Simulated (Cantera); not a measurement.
Thermodynamics of silicon nitride deposition, feed trisilylamine + N2 + H2

Input: 1 mol trisilylamine, 0.91 mol N2, 5.6 mol H2, equilibrated at 15.0 mbar.

Cantera equilibrium calculation (NASA polynomials, part measured and part estimated; ideal gas, pure solids and liquids). Candidate condensed phases: Si, Si3N4; 18 gas species. The feed counts by its element totals alone. Mutual solubility and eutectic melting of coexisting phases are not modelled. The tables' values for SiN are old estimates; treat these amounts as uncertain. Gases not in the tables: Si2H6 and higher silanes. Kinetics and transport are ignored.

From 1175 K to 1675 K the condensed part is Si(s) + Si3N4(s). From 1775 K to 1975 K the condensed part is Si(l).

| T (K) | log p H2 | log p N2 | log p H | log p Si | log p SiH | log p SiH2 | log p Si2N | n Si(s) | n Si3N4(s) | n Si(l) |
|---|---|---|---|---|---|---|---|---|---|---|
| 1175 | -1.82 | -7.89 | -7.82 | -12.27 | -11.94 | -9.97 | <-13 | 0.885 | 0.705 | 0 |
| 1275 | -1.82 | -6.60 | -7.04 | -10.71 | -10.65 | -9.13 | -13.38 | 0.885 | 0.705 | 0 |
| 1375 | -1.82 | -5.49 | -6.38 | -9.39 | -9.55 | -8.41 | -11.67 | 0.888 | 0.704 | 0 |
| 1475 | -1.82 | -4.54 | -5.80 | -8.24 | -8.60 | -7.79 | -10.19 | 0.914 | 0.695 | 0 |
| 1575 | -1.83 | -3.71 | -5.30 | -7.24 | -7.78 | -7.25 | -8.91 | 1.08 | 0.639 | 0 |
| 1675 | -1.86 | -2.99 | -4.86 | -6.36 | -7.07 | -6.80 | -7.78 | 2.00 | 0.334 | 0 |
| 1775 | -1.88 | -2.74 | -4.48 | -5.66 | -6.51 | -6.48 | -7.13 | 0 | 0 | 3.00 |
| 1875 | -1.88 | -2.74 | -4.13 | -5.04 | -6.02 | -6.19 | -6.69 | 0 | 0 | 2.99 |
| 1975 | -1.89 | -2.74 | -3.81 | -4.49 | -5.58 | -5.92 | -6.29 | 0 | 0 | 2.97 |
log p: log10 of the partial pressure in bar; n: condensed amount in mol.
